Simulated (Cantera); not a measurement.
An adiabatic, constant-pressure homogeneous reactor starts with CO : H2 : O2 : N2 = 1 : 0.9 : 1.03 : 3.88 (molar parts), equivalence ratio 0.92, at 1600 K and 100000 Pa.

Model: GRI-Mech 3.0 (53 species, 325 reactions), integrated in Cantera.

Problem. Predict: time of steepest temperature rise; temperature at 0.300 s; equilibrium temperature; x(CO) at 0.300 s; x(H2) at 0.300 s; x(O2) at 0.300 s; x(NO) at 0.300 s; x(H2O2) at 0.300 s; x(CO2) at 0.300 s.

Solution. 
| Item | Result |
|---|---|
| time of steepest temperature rise | 12.5 µs |
| temperature at 0.300 s | 2792 K |
| equilibrium temperature | 2792 K |
| x(CO) at 0.300 s | 0.0692 (gas-phase equilibrium 0.0692) |
| x(H2) at 0.300 s | 0.0126 (gas-phase equilibrium 0.0126) |
| x(O2) at 0.300 s | 0.0382 (gas-phase equilibrium 0.0382) |
| x(NO) at 0.300 s | 0.0138 (gas-phase equilibrium 0.0138) |
| x(H2O2) at 0.300 s | 2.81e-7 (gas-phase equilibrium 2.81e-7) |
| x(CO2) at 0.300 s | 0.0915 (gas-phase equilibrium 0.0915) |
